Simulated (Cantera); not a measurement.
# Thermodynamics of boron, boron nitride and boron oxide, feed BF3 + O2 + N2

Charge: 1 mol BF3, 0.23 mol O2, 19 mol N2, equilibrated at 0.390 bar.

These are equilibrium values from Cantera (NASA tables, ideal gas, pure condensed phases), not measurements of a reactor. Candidate condensed phases: B, BN, B2O3; 31 gas species. Rates play no part.

| T (K) | log p N2 | log p BF3 | log p O2 | log p NO | log p F | log p BOF | log p O |
|---|---|---|---|---|---|---|---|
| 1850 | -0.44 | -1.72 | -2.38 | -3.33 | -3.94 | -4.25 | -4.91 |
| 1900 | -0.44 | -1.72 | -2.39 | -3.26 | -3.77 | -4.08 | -4.72 |
| 1950 | -0.44 | -1.72 | -2.39 | -3.20 | -3.61 | -3.91 | -4.54 |
| 2000 | -0.44 | -1.72 | -2.40 | -3.14 | -3.45 | -3.76 | -4.38 |
| 2050 | -0.44 | -1.72 | -2.41 | -3.09 | -3.30 | -3.61 | -4.22 |
| 2100 | -0.44 | -1.72 | -2.42 | -3.04 | -3.16 | -3.47 | -4.07 |
| 2150 | -0.44 | -1.73 | -2.44 | -3.00 | -3.03 | -3.34 | -3.93 |
log p: log10 of the partial pressure in bar; nothing condenses.

From 1850 K to 2150 K nothing is condensed. The main B-bearing gas is BF3 throughout.
